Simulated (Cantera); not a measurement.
# Equilibrium for chlorosilane synthesis and conversion: SiCl₄ + HCl + H₂

A closed system holds: 1 mol SiCl₄, 3.6 mol HCl, 12 mol H₂, held at 0.133 bar.

Method: chemical equilibrium by Gibbs-energy minimisation in Cantera with the NASA 1993 tables (ideal gas, pure condensed phases). Candidate condensed phases: Si; 19 gas species. The tables' values for SiCl₃, SiCl are old estimates; treat these amounts as uncertain. Equilibrium is a limit: real reactors are often held back by kinetics, nucleation or transport.

```json
[
 {"T (°C)": "425", "x H₂": "0.723", "x HCl": "0.217", "x SiCl₄": "0.0602", "x SiCl₂": "<1e-12", "x SiCl₃": "8.34e-9", "x SiHCl₃": "3.96e-5", "x H": "<1e-12", "x SiH₂Cl₂": "1.71e-9"},
 {"T (°C)": "525", "x H₂": "0.723", "x HCl": "0.217", "x SiCl₄": "0.0601", "x SiCl₂": "2.69e-10", "x SiCl₃": "3.77e-7", "x SiHCl₃": "0.000176", "x H": "6.20e-12", "x SiH₂Cl₂": "4.16e-8"},
 {"T (°C)": "625", "x H₂": "0.722", "x HCl": "0.217", "x SiCl₄": "0.0597", "x SiCl₂": "4.16e-8", "x SiCl₃": "7.16e-6", "x SiHCl₃": "0.000552", "x H": "2.55e-10", "x SiH₂Cl₂": "4.83e-7"},
 {"T (°C)": "725", "x H₂": "0.721", "x HCl": "0.218", "x SiCl₄": "0.0588", "x SiCl₂": "2.26e-6", "x SiCl₃": "7.37e-5", "x SiHCl₃": "0.00135", "x H": "5.00e-9", "x SiH₂Cl₂": "3.32e-6"},
 {"T (°C)": "825", "x H₂": "0.720", "x HCl": "0.220", "x SiCl₄": "0.0570", "x SiCl₂": "5.66e-5", "x SiCl₃": "0.000479", "x SiHCl₃": "0.00271", "x H": "5.75e-8", "x SiH₂Cl₂": "1.54e-5"},
 {"T (°C)": "925", "x H₂": "0.715", "x HCl": "0.225", "x SiCl₄": "0.0527", "x SiCl₂": "0.000751", "x SiCl₃": "0.00211", "x SiHCl₃": "0.00451", "x H": "4.40e-7", "x SiH₂Cl₂": "5.05e-5"},
 {"T (°C)": "1025", "x H₂": "0.703", "x HCl": "0.238", "x SiCl₄": "0.0426", "x SiCl₂": "0.00523", "x SiCl₃": "0.00610", "x SiHCl₃": "0.00569", "x H": "2.46e-6", "x SiH₂Cl₂": "0.000107"},
 {"T (°C)": "1125", "x H₂": "0.679", "x HCl": "0.263", "x SiCl₄": "0.0260", "x SiCl₂": "0.0176", "x SiCl₃": "0.0104", "x SiHCl₃": "0.00472", "x H": "1.07e-5", "x SiH₂Cl₂": "0.000129"},
 {"T (°C)": "1225", "x H₂": "0.654", "x HCl": "0.288", "x SiCl₄": "0.0114", "x SiCl₂": "0.0330", "x SiCl₃": "0.0108", "x SiHCl₃": "0.00265", "x H": "3.81e-5", "x SiH₂Cl₂": "9.82e-5"},
 {"T (°C)": "1325", "x H₂": "0.639", "x HCl": "0.304", "x SiCl₄": "0.00397", "x SiCl₂": "0.0437", "x SiCl₃": "0.00837", "x SiHCl₃": "0.00120", "x H": "0.000117", "x SiH₂Cl₂": "6.04e-5"},
 {"T (°C)": "1425", "x H₂": "0.632", "x HCl": "0.311", "x SiCl₄": "0.00132", "x SiCl₂": "0.0495", "x SiCl₃": "0.00574", "x SiHCl₃": "0.000515", "x H": "0.000315", "x SiH₂Cl₂": "3.51e-5"}
]
```
x: gas mole fraction; nothing condenses.

From 425 °C to 1425 °C nothing is condensed. The main Si-bearing gas is SiCl₄ at 425 °C and SiCl₂ at 1425 °C.
